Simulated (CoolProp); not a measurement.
A closed Brayton cycle with carbon dioxide: compressor inlet 309.15 K and 9.8 MPa, high pressure 34 MPa, turbine inlet 770 K, compressor efficiency 0.8, turbine efficiency 0.93, recuperator effectiveness 0.8 (on enthalpy, no pinch check). Each further row changes one setting.

The numbers come from the reference Helmholtz-energy equation of state, Span 1996 in CoolProp.

```tsv
case	thermal efficiency (%)	net work (kJ/kg)	compressor to turbine work	compressor exit (K)	turbine exit (K)
as stated	32.4	113	0.26	347.4	623.0
turbine inlet 720 K	30.9	101	0.28	347.4	578.4
compressor inlet 319.15 K	31.2	99.9	0.35	389.5	623.0
high pressure 28.9 MPa	31.0	103	0.24	341.0	641.6
recuperator effectiveness 0.5	25.0	113	0.26	347.4	623.0
```
